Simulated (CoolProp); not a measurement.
Saturated liquid density (kg/m³) of water: the reference equation beside estimates from Tc = 373.9 °C, pc = 22060 kPa, ω = 0.344. Rackett uses Z = 0.29056 − 0.08775 ω.

The numbers come from the reference Helmholtz-energy equation of state, Wagner 2002 in CoolProp.

```
T (°C)  reference  Rackett  van der Waals  Redlich-Kwong  Soave-Redlich-Kwong  Peng-Robinson
------  ---------  -------  -------------  -------------  -------------------  -------------
75.75       974.4    834.4          473.5          701.1                726.3          817.6
86.45       967.6    825.1          468.7          693.1                719.4          810.3
97.15       960.4    815.6          463.8          684.8                712.3          802.6
107.95      952.5    806.0          458.8          676.2                704.7          794.6
118.65      944.2    796.2          453.7          667.4                697.0          786.3
129.35      935.4    786.3          448.5          658.4                688.9          777.6
140.05      926.1    776.2          443.1          649.0                680.5          768.5
150.75      916.3    765.9          437.5          639.3                671.7          759.0
161.55      905.9    755.2          431.8          629.2                662.4          749.0
```

Absolute difference from the reference over all 9 rows, mean and median: Rackett 15.6 and 15.7 %, van der Waals 51.9 and 51.9 %, Redlich-Kwong 29.3 and 29.3 %, Soave-Redlich-Kwong 26.2 and 26.2 %, Peng-Robinson 16.7 and 16.7 %.
